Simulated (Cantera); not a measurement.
Charge: 1 mol C₂H₂, 38 mol H₂, at 2623.15 K and 0.413 Torr.

These are equilibrium values from Cantera (NASA tables, ideal gas, pure condensed phases), not measurements of a reactor. Candidate condensed phases: C, C₆H₆, C₇H₈, C₈H₁₈; 76 gas species. Equilibrium is a limit: real reactors are often held back by kinetics, nucleation or transport.

Task: What is the equilibrium state?

Result: 
| Quantity | Result |
|---|---|
| x(H) | 0.793 |
| x(H₂) | 0.195 |
| x(C₃) | 0.00560 |
| x(C₂H₂ (acetylene)) | 0.00345 |
| x(C) | 0.00152 |
| x(C₂H) | 0.00129 |
| x(C₂) | 0.000528 |
| x(C₅) | 2.78e-5 |
| x(C₄H₂) | 2.54e-5 |
| n(C(graphite)) | 0.0907 mol |
| gas amount | 65.52 mol |
